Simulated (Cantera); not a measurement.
An isothermal, constant-pressure homogeneous reactor starts with CO : O2 : H2O : N2 = 0.014 : 0.004 : 0.00043 : 1 (molar parts), equivalence ratio 1.8, at 1000 K and 5.33 atm.

Detailed kinetics in Cantera: GRI-Mech 3.0 (53 species, 325 reactions).

x: mole fraction; the columns are a selection and need not sum to one.

```tsv
t (s)	x CO	x O2	x H2O	x NO2	x HO2	x O	x NO
0.000300	0.0137	0.00393	0.000422	<1e-12	1.56e-12	6.15e-11	<1e-12
0.000601	0.0137	0.00393	0.000422	<1e-12	5.18e-12	8.61e-11	<1e-12
0.00120	0.0137	0.00393	0.000422	<1e-12	1.44e-11	1.00e-10	<1e-12
0.00241	0.0137	0.00393	0.000422	<1e-12	3.44e-11	1.03e-10	<1e-12
0.00482	0.0137	0.00393	0.000422	<1e-12	7.53e-11	1.05e-10	<1e-12
0.00966	0.0137	0.00393	0.000422	<1e-12	1.59e-10	1.09e-10	<1e-12
0.0193	0.0137	0.00393	0.000422	<1e-12	3.37e-10	1.17e-10	<1e-12
0.0387	0.0137	0.00393	0.000422	<1e-12	7.31e-10	1.34e-10	<1e-12
0.0776	0.0137	0.00393	0.000422	<1e-12	[?]	1.78e-10	<1e-12
0.155	0.0137	0.00393	0.000422	<1e-12	[?]	3.08e-10	<1e-12
0.311	0.0137	0.00393	0.000422	<1e-12	[?]	8.71e-10	<1e-12
0.623	0.0137	0.00391	0.000422	<1e-12	[?]	3.62e-9	<1e-12
1.25	0.0136	0.00383	0.000422	<1e-12	1.29e-7	5.73e-9	<1e-12
2.50	0.0132	0.00365	0.000422	4.98e-12	1.37e-7	6.05e-9	2.99e-12
5.00	0.0125	0.00329	0.000421	2.71e-11	[?]	6.47e-9	1.63e-11
```

Problem. Fill in the missing entries.

Solution. 
- 0.0776, x HO2: 1.70e-9
- 0.155, x HO2: 4.64e-9
- 0.311, x HO2: 1.74e-8
- 0.623, x HO2: 8.02e-8
- 5.00, x HO2: 1.48e-7
